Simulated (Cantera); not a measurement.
A perfectly stirred reactor is fed with H₂ : O₂ = 0.063 : 1 (molar parts), equivalence ratio 0.032, at 1330 Pa; it is held at 1225 K, and followed from long to short residence time.

Cantera simulation using GRI-Mech 3.0 (53 species, 325 reactions); the numbers are that mechanism's predictions, not measurements. Radical loss at walls, strong at low pressure, is not modelled. The temperature is held fixed by assumption; the heat of reaction is taken as removed at once.

One state of this run: x H₂ = 0.00159; x O₂ = 0.912; x O = 0.0232; x H₂O = 0.0538; x H₂O₂ = 1.18e-7. x: mole fraction; the columns are a selection and need not sum to one.

Question: Which value of τ (s) does it belong to?
A. 0.025
B. 0.20
C. 0.0060
D. 0.41

Answer: A, 0.025
